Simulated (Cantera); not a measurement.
A Cantera script and what it prints.

```python
import numpy as np
import cantera as ct

gas_names = [...]  # 113 gases of nasa_gas.yaml made of C, F, H, Si
cond_names = """
    C(gr) C6H6(L) C7H8(L) C8H18(L),n-octa Si(cr) Si(L) SiC(b)
""".split()


# ... load() reads the species with a 1 bar reference pressure and builds the phases ...
atoms = {
    'CH2F2': {'C': 1, 'H': 2, 'F': 2},
    'Si': {'Si': 1},
    'H2': {'H': 2},
}
top_T = {'C(gr)': 4500, 'SiC(b)': 3050}  # K; cautious upper limits of use, not melting points


# ... equilibrate(T, P, feed) seeds the gas with the atoms and calls Mixture.equilibrate('TP', solver="vcs", rtol=1e-11, max_steps=5000) ...
results = []
feed = {'CH2F2': 1, 'Si': 0.15, 'H2': 14}  # mol
T = 1623  # K
P = 4100  # Pa
mix = equilibrate(T, P, feed)
results.append((T, P, feed, dict(zip(mix.species_names, mix.species_moles))))
x = sorted(zip(gas.X, gas.species_names), reverse=True)
print(f"T = {T:g} K  P = {P:g} Pa  gas = {mix.phase_moles(0):.4g} mol")
print("   x: " + "  ".join(f"{s} {v:.3e}" for v, s in x if v > 0.0001))
print("   condensed (mol): " + ("  ".join(f"{mix.phase(i).name} {mix.phase_moles(i):.4g}"
      for i in range(1, mix.n_phases) if mix.phase_moles(i) > 1e-12) or "none"))
```

It prints:

```
T = 1623 K  P = 4100 Pa  gas = 15.86 mol
   x: H2 9.010e-01  HF 8.910e-02  SiF4 8.668e-03  SiF3 6.691e-04  H 3.240e-04
   condensed (mol): C(gr) 0.9982
```

Method: chemical equilibrium by Gibbs-energy minimisation in Cantera with the NASA 1993 tables (ideal gas, pure condensed phases). The tables' values for SiF3, SiF2 are old estimates; treat these amounts as uncertain.
